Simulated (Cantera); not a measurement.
A Cantera script and its output.

```python
import numpy as np
import cantera as ct

gas = ct.Solution("gri30.yaml")
gas.TPX = 1050, 23000, {'N2O': 1}
reactor = ct.IdealGasConstPressureReactor(gas, energy="off", clone=False)
net = ct.ReactorNet([reactor])
net.rtol, net.atol = 1e-08, 1e-18
show = ['N2O', 'NO', 'N2', 'NO2', 'O', 'O2']
times = np.geomspace(5e-06, 70, 9)

steps = ct.SolutionArray(gas, extra=["t"])
rows = []
print(f"{'t/s':>10s}{'T/K':>9s}{'P/Pa':>11s}" + "".join(f"{s:>11s}" for s in show))
for t in times:
    while net.time < t:
        t_next = net.step()
        steps.append(gas.state, t=t_next)
    rows.append([np.interp(t, steps.t, y) for y in (steps.T, steps.P, *steps(*show).X.T)])
    print(f"{t:10.3e}{rows[-1][0]:9.1f}{rows[-1][1]:11.4g}" + "".join(f"{x:11.3e}" for x in rows[-1][2:]))
rate = np.gradient(steps.T, steps.t)
print("integrator steps:", len(steps.t))
if steps.T.max() > steps.T[0] + 200:
    print(f"time of steepest temperature rise: {steps.t[rate.argmax()]:.4e} s")
gas.TPX = 1050, 23000, {'N2O': 1}
gas.equilibrate("TP")
print(f"equilibrium (TP): T = {gas.T:.1f} K  " + "  ".join(f"{s} {gas[s].X[0]:.3e}" for s in show))
```

Output:

```
       t/s      T/K       P/Pa        N2O         NO         N2        NO2          O         O2
 5.000e-06   1050.0    2.3e+04  1.000e+00  7.532e-11  1.410e-08  4.984e-20  1.272e-08  6.731e-10
 3.911e-05   1050.0    2.3e+04  1.000e+00  3.656e-09  1.377e-07  1.168e-16  7.054e-08  3.267e-08
 3.058e-04   1050.0    2.3e+04  1.000e+00  7.408e-08  1.483e-06  4.780e-14  1.225e-07  6.619e-07
 2.392e-03   1050.0    2.3e+04  1.000e+00  6.679e-07  1.239e-05  3.900e-12  1.226e-07  5.968e-06
 1.871e-02   1050.0    2.3e+04  9.998e-01  5.311e-06  9.771e-05  2.459e-10  1.226e-07  4.746e-05
 1.463e-01   1050.0    2.3e+04  9.988e-01  4.159e-05  7.644e-04  1.410e-08  1.226e-07  3.717e-04
 1.144e+00   1050.0    2.3e+04  9.908e-01  3.230e-04  5.946e-03  5.721e-07  1.225e-07  2.892e-03
 8.950e+00   1050.0    2.3e+04  9.314e-01  2.412e-03  4.456e-02  7.818e-06  1.215e-07  2.167e-02
 7.000e+01   1050.0    2.3e+04  5.991e-01  1.386e-02  2.603e-01  4.900e-05  1.130e-07  1.266e-01
integrator steps: 745
equilibrium (TP): T = 1050.0 K  N2O 2.127e-09  NO 6.154e-05  N2 6.666e-01  NO2 1.431e-06  O 8.103e-10  O2 3.333e-01
```

Computed with Cantera and GRI-Mech 3.0 (53 species, 325 reactions). GRI-Mech 3.0 was tuned for natural gas; its chemistry of N2O as a main component is partial and can be far from experiment. The mechanism lacks the step 2 NO + O2 → 2 NO2, which can matter for NO2 below about 1400 K. The temperature is held fixed by assumption; the heat of reaction is taken as removed at once.
